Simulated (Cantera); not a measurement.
**Al(CH3)3 + H2O + H2 (aluminium nitride and oxide growth)**

Feed: 1 mol Al(CH3)3, 25 mol H2O, 13 mol H2, held at 22.0 mbar.

Equilibrium computed with Cantera from the NASA thermochemical tables; the gas is ideal and each condensed phase is pure. Candidate condensed phases: Al, Al2O3, C, C6H6, C7H8, C8H18, H2O; 121 gas species. The feed counts by its element totals alone. Equilibrium is a limit: real reactors are often held back by kinetics, nucleation or transport.

```
T (K)   x H2  x H2O    x CO   x CO2       x H      x OH  n Al2O3(s)
-----  -----  -----  ------  ------  --------  --------  ----------
1448   0.501  0.433  0.0483  0.0176   4.40e-5   9.05e-7       0.500
1498   0.500  0.434  0.0493  0.0166   8.19e-5   2.02e-6       0.500
1548   0.499  0.435  0.0502  0.0157  0.000147   4.27e-6       0.500
1598   0.498  0.436  0.0510  0.0149  0.000253   8.62e-6       0.500
1648   0.497  0.436  0.0518  0.0142  0.000423   1.67e-5       0.500
1698   0.497  0.437  0.0524  0.0135  0.000687   3.11e-5       0.500
1748   0.496  0.437  0.0530  0.0129   0.00108   5.58e-5       0.500
1798   0.495  0.438  0.0535  0.0124   0.00167   9.71e-5       0.500
1848   0.494  0.438  0.0539  0.0119   0.00251  0.000164       0.500
1898   0.492  0.438  0.0543  0.0115   0.00370  0.000269       0.500
1948   0.491  0.438  0.0546  0.0111   0.00534  0.000431       0.500
1998   0.489  0.437  0.0549  0.0107   0.00756  0.000673       0.500
2048   0.486  0.436  0.0551  0.0104    0.0105   0.00103       0.500
2098   0.483  0.435  0.0553  0.0101    0.0144   0.00154       0.500
```
x: gas mole fraction; n: condensed amount in mol.

From 1448 K to 2098 K the condensed part is Al2O3(s).
